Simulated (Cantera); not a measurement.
A closed system holds: 1 mol TiO2, 0.83 mol H2, 1.7 mol H2O, equilibrated at 47.0 Pa.

These are equilibrium values from Cantera (NASA tables, ideal gas, pure condensed phases), not measurements of a reactor. Candidate condensed phases: H2O, Ti, TiO, TiO2, Ti2O3, Ti3O5, Ti4O7; 12 gas species. Equilibrium is a limit: real reactors are often held back by kinetics, nucleation or transport.

Task: At 1175 °C, list the 4 most abundant gas species with their mole fractions, and the condensed phases.

Result: H2O 0.672, H2 0.328, H 0.000243, OH 1.19e-5. Condensed: TiO2(rutile).
